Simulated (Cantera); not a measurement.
A Cantera script and what it prints.

```python
import numpy as np
import cantera as ct

gas_names = """
    CL CL2 H HCL H2 Si SiCL SiCL2 SiCL3 SiCL4 SiH SiHCL3 SiH2 SiH2CL2 SiH3 SiH3CL SiH4 Si2 Si3
""".split()
cond_names = """
    Si(cr) Si(L)
""".split()


# ... load() reads the species with a 1 bar reference pressure and builds the phases ...
atoms = {
    'SiCl4': {'Si': 1, 'CL': 4},
    'H2': {'H': 2},
}
top_T = {}  # K; cautious upper limits of use, not melting points


# ... equilibrate(T, P, feed) seeds the gas with the atoms and calls Mixture.equilibrate('TP', solver="vcs", rtol=1e-11, max_steps=5000) ...
results = []
feed = {'SiCl4': 1, 'H2': 3.5}  # mol
P = 10000  # Pa
for T in [825, 875, 925, 975, 1025, 1075, 1125]:
    mix = equilibrate(T, P, feed)
    results.append((T, P, feed, dict(zip(mix.species_names, mix.species_moles))))
    x = sorted(zip(gas.X, gas.species_names), reverse=True)
    print(f"T = {T:g} K  P = {P:g} Pa  gas = {mix.phase_moles(0):.4g} mol")
    print("   x: " + "  ".join(f"{s} {v:.3e}" for v, s in x if v > 0.001))
    print("   condensed (mol): " + ("  ".join(f"{mix.phase(i).name} {mix.phase_moles(i):.4g}"
          for i in range(1, mix.n_phases) if mix.phase_moles(i) > 1e-12) or "none"))
```

Result:

```
T = 825 K  P = 10000 Pa  gas = 4.5 mol
   x: H2 7.637e-01  SiCL4 2.082e-01  HCL 1.413e-02  SiHCL3 1.391e-02
   condensed (mol): none
T = 875 K  P = 10000 Pa  gas = 4.5 mol
   x: H2 7.592e-01  SiCL4 2.037e-01  HCL 1.865e-02  SiHCL3 1.815e-02
   condensed (mol): none
T = 925 K  P = 10000 Pa  gas = 4.501 mol
   x: H2 7.540e-01  SiCL4 1.986e-01  HCL 2.389e-02  SiHCL3 2.277e-02
   condensed (mol): none
T = 975 K  P = 10000 Pa  gas = 4.504 mol
   x: H2 7.480e-01  SiCL4 1.927e-01  HCL 3.000e-02  SiHCL3 2.746e-02  SiCL3 1.256e-03
   condensed (mol): none
T = 1025 K  P = 10000 Pa  gas = 4.51 mol
   x: H2 7.409e-01  SiCL4 1.858e-01  HCL 3.737e-02  SiHCL3 3.167e-02  SiCL3 2.769e-03
   condensed (mol): none
T = 1075 K  P = 10000 Pa  gas = 4.524 mol
   x: H2 7.322e-01  SiCL4 1.776e-01  HCL 4.681e-02  SiHCL3 3.452e-02  SiCL3 5.438e-03  SiCL2 2.635e-03
   condensed (mol): none
T = 1125 K  P = 10000 Pa  gas = 4.552 mol
   x: H2 7.206e-01  SiCL4 1.676e-01  HCL 5.966e-02  SiHCL3 3.515e-02  SiCL3 9.480e-03  SiCL2 6.601e-03
   condensed (mol): none
```

Method: chemical equilibrium by Gibbs-energy minimisation in Cantera with the NASA 1993 tables (ideal gas, pure condensed phases). The tables' values for SiCl3 are old estimates; treat these amounts as uncertain.
